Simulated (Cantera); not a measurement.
Feed: 1 mol CH3Cl, 0.07 mol F2, 0.37 mol HCl, equilibrated at 1300 °C and 1.33 mbar.

Method: chemical equilibrium by Gibbs-energy minimisation in Cantera with the NASA 1993 tables (ideal gas, pure condensed phases). Candidate condensed phases: C, C6H6, C7H8, C8H18; 118 gas species. Rates play no part.

Base state: HCl 0.560, H2 0.381, HF 0.0573, Cl 0.000805, H 0.000688 (mole fractions); condensed: C(graphite).

Problem. What changes in the equilibrium state with this change: F2 from 0.07 to 0.017 mol?

Solution. 
| species | before | after |
|---|---|---|
| HCl | 0.560 | 0.573 |
| H2 | 0.381 | 0.412 |
| HF | 0.0573 | 0.0142 |
| H | 0.000688 | 0.000716 |
| Cl | 0.000805 | 0.000791 |
| C(graphite), mol | 1.000 | 1.000 |

Problem. What changes in the equilibrium state with this change: temperature from 1300 °C to 1900 °C?

Solution. 
| species | before | after |
|---|---|---|
| HCl | 0.560 | 0.446 |
| H2 | 0.381 | 0.349 |
| H | 0.000688 | 0.0781 |
| Cl | 0.000805 | 0.0729 |
| HF | 0.0573 | 0.0530 |
| C2H2 (acetylene) | 7.88e-6 | 0.000771 |
| C(graphite), mol | 1.000 | 0.996 |
